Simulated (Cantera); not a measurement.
A closed system holds: 1 mol TiC, 2.1 mol H2, at 2500 K.

Equilibrium computed with Cantera from the NASA thermochemical tables; the gas is ideal and each condensed phase is pure. Candidate condensed phases: C, C6H6, C7H8, C8H18, Ti, TiC; 77 gas species. TiC: taken at fixed stoichiometry. Kinetics and transport are ignored.

Task: At 1.40 bar, list the 4 most abundant gas species with their mole fractions, and the condensed phases.

Result: H2 0.979, H 0.0210, Ti 3.52e-5, C2H2 (acetylene) 1.27e-5. Condensed: TiC(s).
